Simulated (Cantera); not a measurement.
A Cantera script and its output.

```python
import numpy as np
import cantera as ct

gas = ct.Solution("gri30.yaml")
gas.TPX = 575, 490000, {'C2H6': 1, 'O2': 1.5, 'N2': 7.31, 'H2O': 1.6}
inlet = ct.Reservoir(gas, clone=True)
gas.equilibrate("HP")  # start burning
reactor = ct.IdealGasConstPressureReactor(gas, energy="on", clone=False)
exhaust = ct.Reservoir(gas, clone=True)
tau = [0.25, 0.094, 0.036, 0.013, 0.0051, 0.0019, 0.00072, 0.00027, 0.0001, 3.9e-05, 1.5e-05][0]
for a, b in ((inlet, reactor), (reactor, exhaust)):
    ct.MassFlowController(a, b, mdot=lambda t: reactor.mass / tau)
net = ct.ReactorNet([reactor])
show = ['C2H6', 'O2', 'H2O', 'CH3', 'CH4', 'H2O2', 'NO']

rows = []
print(f"{'tau/s':>10s}{'T/K':>9s}" + "".join(f"{s:>11s}" for s in show))
for tau in [0.25, 0.094, 0.036, 0.013, 0.0051, 0.0019, 0.00072, 0.00027, 0.0001, 3.9e-05, 1.5e-05]:
    net.initial_time = 0.0
    net.advance(30 * tau)
    before = gas.X
    net.advance(40 * tau)
    drift = np.max(np.abs(gas.X - before) / (gas.X + 1e-9))
    rows.append([gas.T, *gas[show].X, drift])
    print(f"{tau:10.3e}{gas.T:9.1f}" + "".join(f"{x:11.3e}" for x in gas[show].X))
```

Result:

```
     tau/s      T/K       C2H6         O2        H2O        CH3        CH4       H2O2         NO
 2.500e-01   1530.0  9.875e-05  9.708e-04  2.093e-01  3.994e-05  2.092e-02  2.029e-08  2.025e-09
 9.400e-02   1514.8  1.956e-04  1.709e-03  2.105e-01  5.182e-05  1.939e-02  5.037e-08  2.639e-09
 3.600e-02   1495.2  3.795e-04  2.854e-03  2.108e-01  6.709e-05  1.785e-02  1.209e-07  3.081e-09
 1.300e-02   1471.0  7.791e-04  4.918e-03  2.111e-01  9.102e-05  1.695e-02  3.049e-07  3.436e-09
 5.100e-03   1441.2  1.604e-03  8.390e-03  2.112e-01  1.218e-04  1.675e-02  7.859e-07  3.422e-09
 1.900e-03   1378.6  4.265e-03  1.675e-02  2.110e-01  1.476e-04  1.574e-02  4.088e-06  2.089e-09
 7.200e-04    575.0  8.764e-02  1.315e-01  1.402e-01  6.335e-22 -8.328e-17 -3.670e-18 -8.359e-27
 2.700e-04    575.0  8.764e-02  1.315e-01  1.402e-01  2.743e-22 -9.114e-20 -4.018e-21 -9.150e-30
 1.000e-04    575.0  8.764e-02  1.315e-01  1.402e-01  1.179e-22 -5.753e-21 -2.538e-22 -5.780e-31
 3.900e-05    575.0  8.764e-02  1.315e-01  1.402e-01  4.763e-23 -3.627e-22 -1.603e-23 -3.651e-32
 1.500e-05    575.0  8.764e-02  1.315e-01  1.402e-01  1.862e-23 -2.281e-23 -1.013e-24 -2.306e-33
```

Cantera simulation using GRI-Mech 3.0 (53 species, 325 reactions); the numbers are that mechanism's predictions, not measurements.
